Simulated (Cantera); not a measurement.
# Carbon deposition, reforming and gasification: toluene + CO₂ + N₂

Charge: 1 mol toluene, 0.19 mol CO₂, 33 mol N₂, equilibrated at 975 °C and 99.0 Pa.

Cantera equilibrium calculation (NASA polynomials, part measured and part estimated; ideal gas, pure solids and liquids). Candidate condensed phases: C, C₆H₆, C₇H₈, C₈H₁₈, H₂O; 136 gas species. The numbers say what is thermodynamically allowed, not how fast it happens.

```yaml
x(N₂): 0.883
x(H₂): 0.107
x(CO): 0.0102
x(HCN): 3.82e-5
x(H): 4.85e-6
n(C(graphite)): 6.81 mol
gas_amount: 37.38 mol
```
